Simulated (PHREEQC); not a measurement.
Make-up at 25 °C: 0.083 mol/kgw HF, 4.4e-05 mol/kgw NH4F, 6.7e-06 mol/kgw H4SiO4 and 0.23 mol/kgw HCl. Closed to the air; pH follows from the charge balance.

The numbers come from PHREEQC with the ion-association model, wateq4f.dat.

Q: The ionic strength comes out as 0.230 mol/kgw. What activity coefficients do Cl-, SiF6-2, H+, F-, NH4+ get?

A: Cl- 0.70, SiF6-2 0.28, H+ 0.79, F- 0.70, NH4+ 0.74.

No solid was allowed to form. wateq4f.dat counts part of the HF as a dimer, H2F2, which phreeqc.dat doesn't know; its constant is uncertain. SiF6-2 is the database's only silicon fluoride.
